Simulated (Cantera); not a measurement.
An isothermal, constant-pressure homogeneous reactor starts with CH3OH : O2 : N2 = 0.004 : 0.0048 : 0.25 (molar parts), equivalence ratio 1.3, at 1475 K and 0.987 atm.

Computed with Cantera and GRI-Mech 3.0 (53 species, 325 reactions). GRI-Mech 3.0 was tuned for natural gas; its chemistry of methanol as a main component is partial and can be far from experiment. The temperature is held fixed by assumption; the heat of reaction is taken as removed at once.

x: mole fraction; the columns are a selection and need not sum to one.

```csv
t (s),x CH3OH,x O2,x HO2,x H2,x H2O,x NO,x CH4
7.00e-5,0.0154,0.0185,3.24e-5,5.39e-5,3.19e-5,4.22e-12,2.58e-6
0.000472,0.0102,0.0167,0.000322,0.00373,0.00280,1.88e-10,1.70e-5
0.00318,<1e-12,[?],[?],0.00434,0.0251,8.00e-6,<1e-12
0.0215,<1e-12,[?],[?],0.00451,0.0259,8.27e-6,<1e-12
0.145,<1e-12,3.90e-8,1.22e-11,0.00454,0.0260,7.91e-6,<1e-12
0.977,<1e-12,6.50e-10,<1e-12,0.00454,0.0260,7.03e-6,<1e-12
6.59,<1e-12,9.29e-11,<1e-12,0.00454,0.0260,5.39e-6,<1e-12
44.5,<1e-12,6.39e-11,<1e-12,0.00454,0.0260,2.72e-6,<1e-12
300,<1e-12,6.04e-11,<1e-12,0.00454,0.0260,1.30e-6,<1e-12
```

### Question
Complete the blanks.

### Answer

- 0.00318, x O2: 0.000277
- 0.00318, x HO2: 9.46e-8
- 0.0215, x O2: 2.75e-6
- 0.0215, x HO2: 1.04e-9
